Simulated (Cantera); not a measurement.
Cantera run, input and output.

```python
import numpy as np
import cantera as ct

gas = ct.Solution("gri30.yaml")
gas.TPX = 1750, 2000, {'NO': 1, 'N2': 0.63, 'H2O': 0.077}
inlet = ct.Reservoir(gas, clone=True)

reactor = ct.IdealGasConstPressureReactor(gas, energy="off", clone=False)
exhaust = ct.Reservoir(gas, clone=True)
tau = [22, 6.2, 1.7, 0.49, 0.14, 0.038, 0.011, 0.003, 0.00085, 0.00024][0]
for a, b in ((inlet, reactor), (reactor, exhaust)):
    ct.MassFlowController(a, b, mdot=lambda t: reactor.mass / tau)
net = ct.ReactorNet([reactor])
show = ['NO', 'N2', 'O', 'NO2', 'N2O', 'O2']

rows = []
print(f"{'tau/s':>10s}{'T/K':>9s}" + "".join(f"{s:>11s}" for s in show))
for tau in [22, 6.2, 1.7, 0.49, 0.14, 0.038, 0.011, 0.003, 0.00085, 0.00024]:
    net.initial_time = 0.0
    net.advance(30 * tau)
    before = gas.X
    net.advance(40 * tau)
    drift = np.max(np.abs(gas.X - before) / (gas.X + 1e-9))
    rows.append([gas.T, *gas[show].X, drift])
    print(f"{tau:10.3e}{gas.T:9.1f}" + "".join(f"{x:11.3e}" for x in gas[show].X))
```

Output:

```
     tau/s      T/K         NO         N2          O        NO2        N2O         O2
 2.200e+01   1750.0  5.293e-01  3.971e-01  9.740e-05  7.179e-05  5.700e-05  2.798e-02
 6.200e+00   1750.0  5.691e-01  3.772e-01  5.591e-05  4.026e-05  6.134e-05  8.155e-03
 1.700e+00   1750.0  5.811e-01  3.712e-01  3.106e-05  2.198e-05  5.694e-05  2.296e-03
 4.900e-01   1750.0  5.844e-01  3.696e-01  1.666e-05  1.540e-05  5.390e-05  7.229e-04
 1.400e-01   1750.0  5.854e-01  3.691e-01  8.760e-06  1.841e-05  4.954e-05  2.117e-04
 3.800e-02   1750.0  5.857e-01  3.691e-01  4.585e-06  2.614e-05  2.735e-05  3.011e-05
 1.100e-02   1750.0  5.858e-01  3.691e-01  9.987e-07  7.889e-06  1.000e-05  6.077e-07
 3.000e-03   1750.0  5.858e-01  3.691e-01  4.874e-07  6.423e-07  2.925e-06  2.067e-08
 8.500e-04   1750.0  5.858e-01  3.691e-01  3.318e-07  4.837e-08  8.450e-07  1.810e-09
 2.400e-04   1750.0  5.858e-01  3.691e-01  1.662e-07  3.310e-09  2.399e-07  1.910e-10
```

Model: GRI-Mech 3.0 (53 species, 325 reactions), integrated in Cantera. Radical loss at walls, strong at low pressure, is not modelled.
